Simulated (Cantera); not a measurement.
# Boron, boron nitride and boron oxide: B + NH₃ + H₂O

Feed: 1 mol B, 2.6 mol NH₃, 0.1 mol H₂O, held at 0.000120 bar.

Cantera equilibrium calculation (NASA polynomials, part measured and part estimated; ideal gas, pure solids and liquids). Candidate condensed phases: B, BN, B₂O₃, B₃O₃H₃, H₂O; 39 gas species. Mutual solubility and eutectic melting of coexisting phases are not modelled. The numbers say what is thermodynamically allowed, not how fast it happens.

```
T (K)  log p H₂  log p N₂  log p HBO  log p H  log p BO  log p HBO₂  n BN(s)  n B₂O₃(l)
-----  --------  --------  ---------  -------  --------  ----------  -------  ---------
875       -4.00     -4.68     -12.29   -12.30      <-15       -9.67    0.934     0.0330
975       -4.00     -4.68     -10.49   -10.94    -15.55       -8.60    0.934     0.0329
1075      -4.00     -4.68      -9.03    -9.84    -13.10       -7.74    0.934     0.0325
1175      -4.00     -4.68      -7.82    -8.91    -11.07       -7.04    0.935     0.0302
1275      -4.01     -4.69      -6.81    -8.14     -9.36       -6.46    0.936     0.0178
1375      -4.01     -4.69      -6.17    -7.47     -8.13       -6.40    0.928          0
1475      -4.01     -4.68      -5.86    -6.89     -7.31       -6.85    0.912          0
1575      -4.01     -4.68      -5.76    -6.39     -6.76       -7.55    0.902          0
1675      -4.02     -4.68      -5.77    -5.94     -6.38       -8.38    0.900          0
```
log p: log10 of the partial pressure in bar; n: condensed amount in mol.

From 875 K to 1275 K the condensed part is BN(s) + B₂O₃(l). From 1375 K to 1675 K the condensed part is BN(s). The main B-bearing gas is HBO₂ at 875 K and HBO at 1675 K.
